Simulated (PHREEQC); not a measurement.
A PHREEQC input (ion-association model, wateq4f.dat):

```
SOLUTION 1
  temp 25
  units mg/L
  pH 6.98
  pe -1.1
  Na 40.9
  K 141
  Ca 276
  Mg 60.8
  Cl 126
  S(6) 302 as SO4
  Alkalinity 884
  F 0.325
  Li 1.23
  Si 0.406 as SiO2
END
USE solution 1
EQUILIBRIUM_PHASES 1
  Quartz 0 0.5
  CO2(g) -2.5 10
END
```

The run finishes without an error or a warning.

Its last state differs from that of the intended input:

| quantity | as run | intended |
|---|---|---|
| pH | 8.42 | 8.34 |
| ionic strength (mol/kgw) | 0.0312 | 0.0303 |
| HCO3- (mol/kgw) | 0.0147 | 0.0123 |
| CaCO3 (mol/kgw) | 0.000695 | 0.000509 |
| CO3-2 (mol/kgw) | 0.000291 | 0.000201 |
| MgHCO3+ (mol/kgw) | 0.000179 | 0.000154 |
| SI of Quartz (SiO2) | -0.00 | +0.00 |
| SI of Gypsum (CaSO4:2H2O) | -0.92 | -0.91 |

### Question
One thing in the input isn't as intended. What explains the difference?

### Answer
Several could match; the one computed here: The fault: 'as HCO3' left off the alkalinity, which is then read as CaCO3.
